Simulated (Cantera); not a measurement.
# Diamond growth

A diamond (100) surface in a fixed gas of H2 with x(CH4) = 0.0083, x(CH3) = 2.5e-05, at 1175 K, 0.220 bar; coverages are run to steady state.

Model: the Harris–Goodwin 1993 mechanism for the reconstructed diamond (100) surface, integrated in Cantera.

```csv
x(H),growth (µm/h),θ c6HH,θ c6H*,θ c6*H,θ c6**,θ c6HM
0.0001,0.201,0.609,0.0264,0.355,0.00531,0.00186
0.0002,0.450,0.545,0.0305,0.410,0.00974,0.00223
0.00039,0.876,0.505,0.0329,0.443,0.0147,0.00239
0.00076,1.54,0.481,0.0343,0.461,0.0193,0.00230
0.0015,2.43,0.468,0.0351,0.471,0.0228,0.00192
0.003,3.41,0.461,0.0355,0.476,0.0251,0.00139
0.0058,4.22,0.458,0.0359,0.479,0.0264,0.000904
0.011,4.80,0.456,0.0362,0.480,0.0271,0.000546
0.023,5.22,0.455,0.0369,0.480,0.0277,0.000286
```
θ: site fractions in the mechanism's names (c6HH fully hydrogenated, c6H* and c6*H radical sites, c6** diradical, c6HM methylated).
